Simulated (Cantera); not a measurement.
**Thermodynamics of carbothermic reduction, feed Ta₂O₅ + CO + H₂ + C**

Feed: 1 mol Ta₂O₅, 1.1 mol CO, 0.2 mol H₂, 0.84 mol C, held at 1498 K.

Cantera equilibrium calculation (NASA polynomials, part measured and part estimated; ideal gas, pure solids and liquids). Candidate condensed phases: C, C₆H₆, C₇H₈, C₈H₁₈, H₂O, Ta, TaC, Ta₂O₅; 113 gas species. Mutual solubility and eutectic melting of coexisting phases are not modelled. TaC: taken at fixed stoichiometry. Condensed phases not in the tables: Ta₂C. Kinetics and transport are ignored.

From 0.0750 Torr to 750 Torr the condensed part is TaC(s) + Ta₂O₅(s). At 7500 Torr the condensed part is C(graphite) + Ta₂O₅(s).

```csv
P (Pa),log p CO,log p H₂,log p CO₂,log p H₂O,log p CH₄,n TaC(s),n Ta₂O₅(s),n C(graphite)
10,-4.05,-4.98,-7.89,-8.41,-15.92,0.240,0.880,0
100,-3.05,-3.98,-6.60,-7.12,-13.21,0.240,0.880,0
1000,-2.05,-2.98,-5.32,-5.83,-10.49,0.240,0.880,0
10000,-1.05,-1.98,-4.03,-4.55,-7.78,0.241,0.880,0
100000,-0.05,-0.98,-2.75,-3.26,-5.07,0.241,0.879,0
1000000,0.92,0.18,-1.32,-1.65,-2.22,0,1.00,0.848
```
log p: log10 of the partial pressure in bar; n: condensed amount in mol.
